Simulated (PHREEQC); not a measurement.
A column of 0.2 m (30 cells, dispersivity 0.007 m, 300 s a shift, diffusion coefficient 3e-10 m²/s) holds 0.06 eq of the database's cation exchanger X per kg of pore water, first in equilibrium with 0.072 mol NaCl and 1e-05 mol HCl per kg of water. It is flushed with 0.0014 mol/kgw CdCl2, 0.025 mol/kgw CaCl2, 0.00039 mol/kgw BaCl2 and 1e-05 mol/kgw HCl, at 25 °C. Values are for the last cell. CO2 from the air is kept out. Precipitation was switched off in this run.

The series has 31 steps of pore volumes, from 0 to 5.017.

The numbers come from PHREEQC with the ion-association model, phreeqc.dat.

### Question
After how many pore volumes does Ca at the outlet first reach half of its feed value?

### Answer
By 2.2 pore volumes.

### Question
After how many pore volumes does Cd at the outlet first reach half of its feed value?

### Answer
By 2.0 pore volumes; it later peaks at 0.00370 mol/kgw, above the feed's 0.00140.

### Question
After how many pore volumes does Ba at the outlet first reach half of its feed value?

### Answer
By 2.4 pore volumes.
